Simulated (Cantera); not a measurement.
Charge: 1 mol C2H2, 58 mol H2, 2.5 mol N2, equilibrated at 725 K and 15.0 Pa.

Equilibrium computed with Cantera from the NASA thermochemical tables; the gas is ideal and each condensed phase is pure. Candidate condensed phases: C, C6H6, C7H8, C8H18; 92 gas species. Equilibrium is a limit: real reactors are often held back by kinetics, nucleation or transport.

Base state: H2 0.959, N2 0.0407, CH4 0.000707 (mole fractions); condensed: C(graphite).

What changes in the equilibrium state with this change: pressure from 15.0 Pa to 26000 Pa?


```tsv
species	before	after
H2	0.959	0.924
N2	0.0407	0.0419
CH4	0.000707	0.0336
NH3	1.95e-7	0.000324
C(graphite), mol	1.96	0
```
